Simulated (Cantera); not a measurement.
An isothermal, constant-pressure homogeneous reactor starts with CO : O₂ : H₂O : N₂ = 0.0012 : 0.0025 : 0.02 : 1 (molar parts), equivalence ratio 0.24, at 875 K and 3.70 bar. Integrator tolerance rtol = 1e-08.

Model: GRI-Mech 3.0 (53 species, 325 reactions), integrated in Cantera.

Task: What does this change do: temperature 875 to 1350 K?

Result: 
| quantity | before | after |
|---|---|---|
| x(CO) at 100 s | 0.000579 (gas-phase equilibrium <1e-12) | 5.71e-9 (gas-phase equilibrium 5.76e-9) |
| x(O₂) at 100 s | 0.00215 (gas-phase equilibrium 0.00186) | 0.00186 (gas-phase equilibrium 0.00183) |
| x(H₂O) at 100 s | 0.0195 (gas-phase equilibrium 0.0195) | 0.0195 (gas-phase equilibrium 0.0195) |
| x(H₂O₂) at 100 s | 6.57e-8 (gas-phase equilibrium <1e-12) | 1.29e-10 (gas-phase equilibrium 1.28e-10) |
| x(CO₂) at 100 s | 0.000593 (gas-phase equilibrium 0.00117) | 0.00117 (gas-phase equilibrium 0.00117) |
| x(NO) at 100 s | <1e-12 (gas-phase equilibrium 6.85e-7) | 3.61e-8 (gas-phase equilibrium 5.66e-5) |

Task: What does this change do: CO 0.0012 to 0.0029 parts?

Result: 
```
quantity                                            before                                    after
----------------  ----------------------------------------  ---------------------------------------
x(CO) at 100 s     0.000579 (gas-phase equilibrium <1e-12)   0.00123 (gas-phase equilibrium <1e-12)
x(O₂) at 100 s     0.00215 (gas-phase equilibrium 0.00186)  0.00165 (gas-phase equilibrium 0.00103)
x(H₂O) at 100 s      0.0195 (gas-phase equilibrium 0.0195)    0.0195 (gas-phase equilibrium 0.0195)
x(H₂O₂) at 100 s    6.57e-8 (gas-phase equilibrium <1e-12)   1.31e-7 (gas-phase equilibrium <1e-12)
x(CO₂) at 100 s   0.000593 (gas-phase equilibrium 0.00117)  0.00160 (gas-phase equilibrium 0.00283)
x(NO) at 100 s      <1e-12 (gas-phase equilibrium 6.85e-7)   <1e-12 (gas-phase equilibrium 5.09e-7)
```
